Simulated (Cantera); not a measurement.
An adiabatic, constant-pressure homogeneous reactor starts with CH4 : O2 : N2 = 1 : 1.67 : 6.27 (molar parts), at 1450 K and 750 Torr.

Model: GRI-Mech 3.0 (53 species, 325 reactions), integrated in Cantera.

x: mole fraction; the columns are a selection and need not sum to one.

```json
[
 {"t (s)": "5.00e-6", "T (K)": "1450", "x CH4": "0.112", "x O2": "0.187", "x H2O": "3.59e-8", "x H2": "3.93e-8", "x CO": "1.67e-12"},
 {"t (s)": "1.50e-5", "T (K)": "1450", "x CH4": "0.112", "x O2": "0.187", "x H2O": "1.73e-7", "x H2": "1.32e-7", "x CO": "4.03e-11"},
 {"t (s)": "4.52e-5", "T (K)": "1450", "x CH4": "0.112", "x O2": "0.187", "x H2O": "1.19e-6", "x H2": "4.90e-7", "x CO": "1.24e-9"},
 {"t (s)": "0.000136", "T (K)": "1450", "x CH4": "0.112", "x O2": "0.187", "x H2O": "…", "x H2": "…", "x CO": "…"},
 {"t (s)": "0.000408", "T (K)": "1450", "x CH4": "0.112", "x O2": "0.187", "x H2O": "0.000139", "x H2": "3.03e-5", "x CO": "4.79e-6"},
 {"t (s)": "0.00123", "T (K)": "1459", "x CH4": "0.109", "x O2": "0.185", "x H2O": "0.00184", "x H2": "0.000533", "x CO": "0.000349"},
 {"t (s)": "0.00368", "T (K)": "2744", "x CH4": "<1e-12", "x O2": "0.00759", "x H2O": "0.163", "x H2": "0.0329", "x CO": "0.0608"},
 {"t (s)": "0.0111", "T (K)": "2739", "x CH4": "<1e-12", "x O2": "0.00707", "x H2O": "0.163", "x H2": "0.0333", "x CO": "0.0611"},
 {"t (s)": "0.0333", "T (K)": "2739", "x CH4": "<1e-12", "x O2": "0.00707", "x H2O": "0.163", "x H2": "0.0333", "x CO": "0.0611"},
 {"t (s)": "0.100", "T (K)": "2739", "x CH4": "<1e-12", "x O2": "0.00707", "x H2O": "0.163", "x H2": "0.0333", "x CO": "0.0611"}
]
```

Fill in the missing entries.


- 0.000136, x H2O: 1.17e-5
- 0.000136, x H2: 2.73e-6
- 0.000136, x CO: 5.81e-8
